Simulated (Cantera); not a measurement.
**Ignition delay**

Mixture: CO : H2 : CH4 : O2 : N2 = 1 : 0.11 : 0.069 : 1.03 : 3.52 (molar parts), at 1.00 bar, adiabatic and at constant volume. Ignition delay is the time to a rise of 400 K.

Computed with Cantera and GRI-Mech 3.0 (53 species, 325 reactions). Where the delays flatten at high temperature, the 400 K rule measures the pace of heat release, not the induction time.

| T0 (K) | delay (ms) |
|---|---|
| 1200 | 0.172 |
| 1275 | 0.115 |
| 1350 | 0.0853 |
| 1425 | 0.0675 |
| 1500 | 0.0561 |
